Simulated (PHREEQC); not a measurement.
Dissolve 15 mmol/kgw HCl, 0.16 mmol/kgw ZnSO4 and 1.5 mmol/kgw CuCl2 at 25 °C. Closed to the air; pH follows from the charge balance.

Model: ion-association model, phreeqc.dat, run in PHREEQC.

Each row changes one thing in this solution. Precipitation was switched off in this run.

```
case                                    pH  Cu+2 (mol/kgw)  Zn+2 (mol/kgw)  SO4-2 (mol/kgw)  HSO4- (mol/kgw)  CuCl+ (mol/kgw)
------------------------------------  ----  --------------  --------------  ---------------  ---------------  ---------------
as made                               1.88         0.00145        0.000155          8.08e-5          6.99e-5          4.17e-5
temperature from 25 to 75 °C          1.88         0.00122        0.000135          3.95e-5         0.000116         0.000269
0.0085 mol/kgw LiOH added             2.24         0.00145        0.000154         0.000106          3.96e-5          4.16e-5
HCl from 0.015 to 0.0015 mol/kgw      2.86         0.00147        0.000156         0.000125          1.31e-5          1.28e-5
CuCl2 from 0.0015 to 0.00225 mol/kgw  1.88         0.00217        0.000154          7.98e-5          6.75e-5          6.61e-5
HCl from 0.015 to 0.075 mol/kgw       1.20         0.00137        0.000147          3.88e-5         0.000119         0.000122
HCl from 0.015 to 0.0165 mol/kgw      1.84         0.00145        0.000154          7.81e-5          7.32e-5          4.44e-5
```

Species that the database lacks are ignored. At this temperature some constants are extrapolated from 25 °C, and those without enthalpy data are left unchanged.
